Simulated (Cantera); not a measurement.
Input: 1 mol SiH4, 4.8 mol N2O, 1.2 mol N2, equilibrated at 0.110 bar.

Equilibrium computed with Cantera from the NASA thermochemical tables; the gas is ideal and each condensed phase is pure. Candidate condensed phases: H2O, Si, SiO2, Si2N2O, Si3N4; 35 gas species. The tables hold silica as quartz up to 1696 K and as liquid above; real silica turns to tridymite and cristobalite and melts near 1996 K. Gases not in the tables: Si(OH)4. The numbers say what is thermodynamically allowed, not how fast it happens. All values below are at 1602 °C.

Base state: N2 0.713, H2O 0.237, O2 0.0460, NO 0.00236, OH 0.00195, H2 0.000350, O 0.000156, H 3.70e-5 (mole fractions); condensed: SiO2(condensed).

Q: What changes in the equilibrium state with this change: SiH4 replaced by Si2H6?

A: 
```tsv
species	before	after
N2	0.713	0.666
H2	0.000350	0.244
H2O	0.237	0.0890
O2	0.0460	1.35e-8
SiO	1.20e-7	0.000222
NO	0.00236	1.24e-6
O	0.000156	8.42e-8
OH	0.00195	2.78e-5
H	3.70e-5	0.000975
SiO2(condensed), mol	1.000	2.00
```
The feed counts by its element totals alone.
